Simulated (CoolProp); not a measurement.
Vapour-liquid equilibrium of n-octane (1) + m-xylene (2) at 120.65 °C; x and y are mole fractions of (1).

Values from CoolProp's multi-fluid Helmholtz-energy mixture model, Beckmüller 2019 and Zhou 2012; pair parameters Bell 2016.

| x | bubble pressure (MPa) | y at the bubble point | dew pressure at overall composition x (MPa) | liquid density (mol/L) |
|---|---|---|---|---|
| 0.05 | 0.06196 | 0.076 | 0.06133 | 7.166 |
| 0.2 | 0.06700 | 0.276 | 0.06502 | 6.830 |
| 0.35 | 0.07160 | 0.444 | 0.06899 | 6.517 |
| 0.5 | 0.07584 | 0.590 | 0.07321 | 6.227 |
| 0.65 | 0.07977 | 0.722 | 0.07762 | 5.956 |
| 0.8 | 0.08345 | 0.845 | 0.08211 | 5.703 |
| 0.95 | 0.08691 | 0.962 | 0.08657 | 5.467 |

No azeotrope shows between x = 0.05 and 0.95.

The pair parameters rest on a limited set of measurements; away from them the model extrapolates.
